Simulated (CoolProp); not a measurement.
Vapour-liquid equilibrium of fluoroethane (R161) (1) + R1234yf (2) at 321.7 K; x and y are mole fractions of (1).

The numbers come from the multi-fluid Helmholtz-energy mixture model, Wu 2012 and Lemmon 2022; pair parameters Bell 2016 in CoolProp.

Question: Give the bubble pressure and the first vapour's composition at x = 0.65, 0.85, 0.95. Is there an azeotrope?

Answer: x = 0.65: 1558 kPa, y = 0.690; x = 0.85: 1629 kPa, y = 0.868; x = 0.95: 1660 kPa, y = 0.956. No azeotrope shows between x = 0.05 and 0.95.

Pair parameters are fitted to limited data, so mixtures are less certain than the pure fluids.
